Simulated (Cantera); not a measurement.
Charge: 1 mol CH₃SiCl₃, 0.017 mol CH₄, 14 mol H₂, equilibrated at 2152 °C and 4.20 mbar.

Method: chemical equilibrium by Gibbs-energy minimisation in Cantera with the NASA 1993 tables (ideal gas, pure condensed phases). Candidate condensed phases: C, C₆H₆, C₇H₈, C₈H₁₈, Si, SiC; 109 gas species. The feed counts by its element totals alone. The tables' values for SiCl are old estimates; treat these amounts as uncertain. Gases not in the tables: Si₂H₆ and higher silanes. Equilibrium is a limit: real reactors are often held back by kinetics, nucleation or transport.

Base state: H₂ 0.593, H 0.213, HCl 0.113, Si 0.0351, Cl 0.0287, SiC₂ 0.00728, C₂H₂ (acetylene) 0.00463, SiCl₂ 0.00186 (mole fractions); condensed: C(graphite).

Question: What changes in the equilibrium state with this change: CH₃SiCl₃ replaced by CH₃SiH₃?

Answer: 
```csv
species,before,after
H₂,0.593,0.713
H,0.213,0.233
Si,0.0351,0.0378
HCl,0.113,0
Cl,0.0287,0
SiCl₂,0.00186,0
SiCl,0.00182,0
"C(graphite), mol",0.499,0.434
```
